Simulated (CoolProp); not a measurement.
Vapour-liquid equilibrium of R114 (1) + R113 (2) at 14.15 °C; x and y are mole fractions of (1).

Values from CoolProp's multi-fluid Helmholtz-energy mixture model, Platzer 1990 and Marx 1992; pair parameters Bell 2016. This equation is an older, rougher fit; its heat capacities, sound speeds and derivatives of the liquid may be far off and weren't checked against measurements.

### Question
Give the bubble pressure and the first vapour's composition at x = 0.05, 0.35, 0.55. Is there an azeotrope?

### Answer
x = 0.05: 0.03462 MPa, y = 0.210; x = 0.35: 0.07096 MPa, y = 0.731; x = 0.55: 0.09509 MPa, y = 0.858. No azeotrope shows between x = 0.05 and 0.95.

The pair parameters rest on a limited set of measurements; away from them the model extrapolates.
